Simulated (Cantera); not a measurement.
Feed: 1 mol trisilylamine, 77 mol N₂, 19 mol NH₃, at 1725 K and 0.270 Torr.

These are equilibrium values from Cantera (NASA tables, ideal gas, pure condensed phases), not measurements of a reactor. Candidate condensed phases: Si, Si₃N₄; 18 gas species. The feed counts by its element totals alone. The tables' values for SiN are old estimates; treat these amounts as uncertain. Equilibrium is a limit: real reactors are often held back by kinetics, nucleation or transport.

Question: What is the equilibrium state?

Answer: 
- x(N₂): 0.721
- x(H₂): 0.271
- x(H): 0.00510
- x(Si): 0.00282
- x(Si₂N): 4.44e-5
- x(SiH): 3.98e-5
- x(SiN): 2.54e-5
- x(Si₂): 1.34e-5
- x(SiH₂): 4.67e-6
- n(Si(l)): 2.64 mol
- gas amount: 120.7 mol
